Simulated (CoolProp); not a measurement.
The numbers come from the reference Helmholtz-energy equation of state, de Reuck 1990 in CoolProp.

**Question.** For fluorine, give the phase and the cp (kJ/(kg K)), cv (kJ/(kg K)), speed of sound (m/s), Joule-Thomson coefficient (K/MPa) at 16.05 °C and 0.116 MPa; -151.55 °C and 0.0202 MPa; -192.55 °C and 20 MPa.

**Answer.** 
- 16.05 °C and 0.116 MPa: gas; cp 0.821, cv 0.601, speed of sound 294, Joule-Thomson coefficient 2.01
- -151.55 °C and 0.0202 MPa: gas; cp 0.770, cv 0.549, speed of sound 193, Joule-Thomson coefficient 11.7
- -192.55 °C and 20 MPa: liquid; cp 1.44, cv 0.864, speed of sound 940, Joule-Thomson coefficient -0.310
